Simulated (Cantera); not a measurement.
Input: 1 mol MgO, 1.1 mol CH4, 1.8 mol H2, 5.3 mol CO, at 1698.15 K and 750 Torr.

Cantera equilibrium calculation (NASA polynomials, part measured and part estimated; ideal gas, pure solids and liquids). Candidate condensed phases: C, C6H6, C7H8, C8H18, H2O, Mg, MgCO3, MgO, Mg(OH)2; 116 gas species. Kinetics and transport are ignored.

Base state: CO 0.570, H2 0.429, Mg 0.000330, CH4 0.000203, H2O 0.000119, H 9.49e-5, CO2 4.64e-5, C2H2 (acetylene) 3.10e-5 (mole fractions); condensed: C(graphite) + MgO(s).

Task: What changes in the equilibrium state with this change: MgO replaced by Fe2O3?

Result: 
| species | before | after |
|---|---|---|
| CO | 0.570 | 0.547 |
| H2 | 0.429 | 0.270 |
| H2O | 0.000119 | 0.115 |
| CO2 | 4.64e-5 | 0.0681 |
| Mg | 0.000330 | 0 |
| C2H2 (acetylene) | 3.10e-5 | <1e-9 |
| CH4 | 0.000203 | 5.05e-8 |
| H | 9.49e-5 | 7.52e-5 |
| C(graphite), mol | 1.10 | 0 |
| MgO(s), mol | 0.997 | 0 |
| Fe(δ), mol | 0 | 2.00 |
Further candidate phases: Fe, Fe(CO)5, FeO, Fe(OH)2, Fe(OH)3, Fe2O3, Fe3O4.

Task: What changes in the equilibrium state with this change: pressure from 750 Torr to 0.150 Torr?

Result: 
```csv
species,before,after
CO,0.570,0.556
H2,0.429,0.350
Mg,0.000330,0.0882
CH4,0.000203,2.70e-8
H2O,0.000119,1.90e-8
CO2,4.64e-5,8.83e-9
H,9.49e-5,0.00606
C2H2 (acetylene),3.10e-5,2.52e-5
"C(graphite), mol",1.10,0.0994
"MgO(s), mol",0.997,0
```
